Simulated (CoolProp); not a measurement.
Vapour-liquid equilibrium of CF4 (R14) (1) + CHF3 (R23) (2) at 1.69 bar; x and y are mole fractions of (1).

Computed with CoolProp (multi-fluid Helmholtz-energy mixture model, Platzer 1990 and Penoncello 2003; pair parameters Bell 2016). This equation is an older, rougher fit; its heat capacities, sound speeds and derivatives of the liquid may be far off and weren't checked against measurements.

```
x     bubble temperature, mixture model (K)  bubble temperature, Raoult's law (K)  y, mixture model  y, Raoult's law
----  -------------------------------------  ------------------------------------  ----------------  ---------------
0.05                                  180.3                                 193.2             0.697            0.358
0.2                                   159.5                                 178.6             0.943            0.781
0.35                                  155.9                                 169.8             0.961            0.905
0.5                                   155.3                                 164.0             0.963            0.954
0.65                                  155.2                                 159.7             0.964            0.978
0.8                                   154.6                                 156.3             0.969            0.991
0.95                                  153.4                                 153.6             0.988            0.998
```

The largest gap from Raoult's law is -19.1 K in bubble temperature, at x = 0.2. No azeotrope shows between x = 0.05 and 0.95.

The pair parameters rest on a limited set of measurements; away from them the model extrapolates. With so large a gap from Raoult's law the liquid may split in two, which this calculation doesn't test in full.
